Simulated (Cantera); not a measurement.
**Gas-phase reforming**

An isothermal, constant-pressure homogeneous reactor starts with 55.9 % CH₄, 19.6 % H₂O, 24.6 % H₂, at 1348 K and 280000 Pa.

Cantera simulation using GRI-Mech 3.0 (53 species, 325 reactions); the numbers are that mechanism's predictions, not measurements. GRI-Mech 3.0 stops at C3 and has no aromatics, soot or wall deposition, so with more carbon than oxygen in the feed, carbon stays in small species such as C2H2 where larger ones or solid carbon would form.

```json
[
 {"t (s)": "5.00e-5", "x CH₄": "0.559", "x H₂O": "0.196", "x H₂": "0.246", "x CH₂CO": "<1e-12", "x HO₂": "<1e-12", "x HCO": "<1e-12", "x CH₂O": "1.18e-12"},
 {"t (s)": "0.000136", "x CH₄": "0.559", "x H₂O": "0.196", "x H₂": "0.246", "x CH₂CO": "<1e-12", "x HO₂": "<1e-12", "x HCO": "<1e-12", "x CH₂O": "2.15e-11"},
 {"t (s)": "0.000368", "x CH₄": "0.559", "x H₂O": "0.196", "x H₂": "0.246", "x CH₂CO": "<1e-12", "x HO₂": "<1e-12", "x HCO": "<1e-12", "x CH₂O": "2.67e-10"},
 {"t (s)": "0.00100", "x CH₄": "0.559", "x H₂O": "0.196", "x H₂": "0.246", "x CH₂CO": "<1e-12", "x HO₂": "<1e-12", "x HCO": "<1e-12", "x CH₂O": "1.55e-9"},
 {"t (s)": "0.00271", "x CH₄": "0.559", "x H₂O": "0.196", "x H₂": "0.246", "x CH₂CO": "<1e-12", "x HO₂": "<1e-12", "x HCO": "<1e-12", "x CH₂O": "6.35e-9"},
 {"t (s)": "0.00737", "x CH₄": "0.558", "x H₂O": "0.196", "x H₂": "0.246", "x CH₂CO": "1.53e-12", "x HO₂": "<1e-12", "x HCO": "<1e-12", "x CH₂O": "2.43e-8"},
 {"t (s)": "0.0200", "x CH₄": "0.558", "x H₂O": "0.195", "x H₂": "0.246", "x CH₂CO": "7.69e-11", "x HO₂": "<1e-12", "x HCO": "<1e-12", "x CH₂O": "6.75e-8"},
 {"t (s)": "0.0543", "x CH₄": "0.556", "x H₂O": "0.195", "x H₂": "0.247", "x CH₂CO": "2.55e-9", "x HO₂": "<1e-12", "x HCO": "1.25e-12", "x CH₂O": "9.52e-8"},
 {"t (s)": "0.147", "x CH₄": "0.552", "x H₂O": "0.195", "x H₂": "0.251", "x CH₂CO": "3.42e-8", "x HO₂": "<1e-12", "x HCO": "1.32e-12", "x CH₂O": "9.71e-8"},
 {"t (s)": "0.400", "x CH₄": "0.539", "x H₂O": "0.194", "x H₂": "0.260", "x CH₂CO": "2.03e-7", "x HO₂": "<1e-12", "x HCO": "1.42e-12", "x CH₂O": "9.69e-8"},
 {"t (s)": "1.09", "x CH₄": "0.509", "x H₂O": "0.191", "x H₂": "0.282", "x CH₂CO": "6.62e-7", "x HO₂": "<1e-12", "x HCO": "1.78e-12", "x CH₂O": "9.63e-8"},
 {"t (s)": "2.95", "x CH₄": "0.456", "x H₂O": "0.185", "x H₂": "0.322", "x CH₂CO": "1.39e-6", "x HO₂": "<1e-12", "x HCO": "3.70e-12", "x CH₂O": "9.83e-8"},
 {"t (s)": "8.00", "x CH₄": "0.422", "x H₂O": "0.181", "x H₂": "0.348", "x CH₂CO": "1.76e-6", "x HO₂": "<1e-12", "x HCO": "1.14e-11", "x CH₂O": "9.97e-8"}
]
```
x: mole fraction; the columns are a selection and need not sum to one.

Equilibrium at this temperature and pressure: CH₄ 0.250, H₂O 3.23e-5, H₂ 0.606, CH₂CO 2.79e-7, HO₂ <1e-12, HCO 1.34e-9, CH₂O 1.09e-7 (gas phase only).
